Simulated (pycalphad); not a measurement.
An equivalent pycalphad script:

```python
from pycalphad import Database, equilibrium, calculate, variables as v
import numpy as np
db = Database('COST507.tdb')
comps = ['TI', 'AL', 'C', 'VA']
phases = ['AL11TI5', 'AL2TI', 'AL3M_D022', 'AL4C3', 'ALM_D019', 'ALTI', 'BCC_A2', 'FCC_A1', 'GRAPHITE', 'HCP_A3', 'LIQUID']
eq = equilibrium(db, comps, phases, {v.X('AL'): 0.047, v.X('C'): 0.0212, v.T: np.arange(2850, 499, -50), v.P: 101325, v.N: 1}, output=['HM', 'SM'])
```

Computed with pycalphad from the COST 507 light-alloy database (1999), at 1 atm. No gas phase is included, though pure Al would boil below 2850 K. The database dates from 1999; later assessments differ in places, in temperatures and in the compounds included. The system is extrapolated from its subsystems; higher-order compounds may be missing. Phase fractions are per mole of atoms. Diffusion is slow at the low end, where real alloys seldom reach equilibrium.

Results at three of the temperatures:

```
T = 2750.00 K, P = 101325 Pa, N = 1 mol of atoms
G = -214311 J/mol, H = 99607 J/mol, S = 114.15 J/(mol K)  (SER reference)
chemical potentials (J/mol): Ti -208309, Al -270738, C -353023
phase             fraction      x(Ti)      x(Al)       x(C)
LIQUID              1.0000     0.9318     0.0470     0.0212
```

```
T = 1800.00 K, P = 101325 Pa, N = 1 mol of atoms
G = -115468 J/mol, H = 41533 J/mol, S = 87.22 J/(mol K)  (SER reference)
chemical potentials (J/mol): Ti -108858, Al -185587, C -250564
phase             fraction      x(Ti)      x(Al)       x(C)
BCC_A2              0.9796     0.9371     0.0480     0.0149
FCC_A1              0.0204     0.6766   1.48e-08     0.3234
```

```
T = 1400.00 K, P = 101325 Pa, N = 1 mol of atoms
G = -82304 J/mol, H = 27528 J/mol, S = 78.45 J/(mol K)  (SER reference)
chemical potentials (J/mol): Ti -74839, Al -158767, C -240905
phase             fraction      x(Ti)      x(Al)       x(C)
BCC_A2              0.9508     0.9459     0.0494     0.0047
FCC_A1              0.0492     0.6600   2.02e-10     0.3400
```

Changes of the phase set, refined by bisection:

```tsv
T (K)	phases above	phases below
1946.7	liquid	bcc + liquid
1941.2	bcc + liquid	bcc + fcc + liquid
1940.0	bcc + fcc + liquid	bcc + fcc
1225.1	bcc + fcc	bcc + fcc + hcp
1210.0	bcc + fcc + hcp	fcc + hcp
```

FCC_A1 is fcc; BCC_A2 is bcc. The fcc model also describes the rock-salt carbide or nitride (TiC, TiN, HfC).
